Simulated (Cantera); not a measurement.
An adiabatic, constant-pressure homogeneous reactor starts with 26.7 % H₂, 13.3 % O₂, 60.0 % N₂, at 1050 K and 2850 Torr.

Detailed kinetics in Cantera: the H2/O2 subset of GRI-Mech 3.0, which has no nitrogen chemistry. The hydrogen kinetics of GRI-Mech 3.0 are dated; newer H2 mechanisms differ, most at raised pressure.

### Question
Predict: time of steepest temperature rise; temperature at 0.400 s; equilibrium temperature; x(H₂) at 0.400 s; x(O₂) at 0.400 s; x(OH) at 0.400 s; x(H₂O) at 0.400 s; x(H) at 0.400 s.

### Answer
| Property | Value |
|---|---|
| time of steepest temperature rise | 2.20 ms |
| temperature at 0.400 s | 2704 K |
| equilibrium temperature | 2704 K |
| x(H₂) at 0.400 s | 0.0228 (gas-phase equilibrium 0.0228) |
| x(O₂) at 0.400 s | 0.00824 (gas-phase equilibrium 0.00824) |
| x(OH) at 0.400 s | 0.0137 (gas-phase equilibrium 0.0137) |
| x(H₂O) at 0.400 s | 0.270 (gas-phase equilibrium 0.270) |
| x(H) at 0.400 s | 0.00451 (gas-phase equilibrium 0.00451) |
